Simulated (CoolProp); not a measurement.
Vapour-liquid equilibrium of dimethyl ether (1) + isobutane (2) at 335.7 K; x and y are mole fractions of (1).

Computed with CoolProp (multi-fluid Helmholtz-energy mixture model, Wu 2011 and Bücker 2006; pair parameters Bell 2016).

| x | bubble pressure (kPa) | y at the bubble point | dew pressure at overall composition x (kPa) | liquid density (mol/L) |
|---|---|---|---|---|
| 0.05 | 980.2 | 0.093 | 952.4 | 8.707 |
| 0.2 | 1133 | 0.307 | 1054 | 9.117 |
| 0.35 | 1257 | 0.465 | 1166 | 9.593 |
| 0.5 | 1356 | 0.595 | 1284 | 10.15 |
| 0.65 | 1434 | 0.712 | 1395 | 10.81 |
| 0.8 | 1492 | 0.828 | 1480 | 11.60 |
| 0.95 | 1528 | 0.954 | 1527 | 12.54 |

No azeotrope shows between x = 0.05 and 0.95.

Pair parameters are fitted to limited data, so mixtures are less certain than the pure fluids.
